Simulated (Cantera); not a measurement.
Feed: 1 mol CH3F, 0.1 mol CH4.

Equilibrium computed with Cantera from the NASA thermochemical tables; the gas is ideal and each condensed phase is pure. Candidate condensed phases: C, C6H6, C7H8, C8H18; 95 gas species. The numbers say what is thermodynamically allowed, not how fast it happens.

Stable condensed phases, one row left out:

```
T in K \ P in Pa
              1    3.2     10     32    100    320   1000   3200  10000  32000 100000
   3123       A      A      A      A      A      A      A      B      B      B      B
   3023       A      A      A      A      A      A      B      B      B      B      B
   2923       A      A      A      A      A      B      B      B      B      B      B
   2723       A      A      A      B      B      B      B      B      B      B      B
   2623       A      A      B      B      B      B      B      B      B      B      B
   2523       B      B      B      B      B      B      B      B      B      B      B
   2423       B      B      B      B      B      B      B      B      B      B      B
   2323       B      B      B      B      B      B      B      B      B      B      B
   2223       B      B      B      B      B      B      B      B      B      B      B
   2123       B      B      B      B      B      B      B      B      B      B      B
   2023       B      B      B      B      B      B      B      B      B      B      B
   1923       B      B      B      B      B      B      B      B      B      B      B
   1823       B      B      B      B      B      B      B      B      B      B      B
```

A: gas only; B: C.

### Question
Give the row for 2823 K.

### Answer
1: gas only; 3.2: gas only; 10: gas only; 32: gas only; 100: C; 320: C; 1000: C; 3200: C; 10000: C; 32000: C; 100000: C.
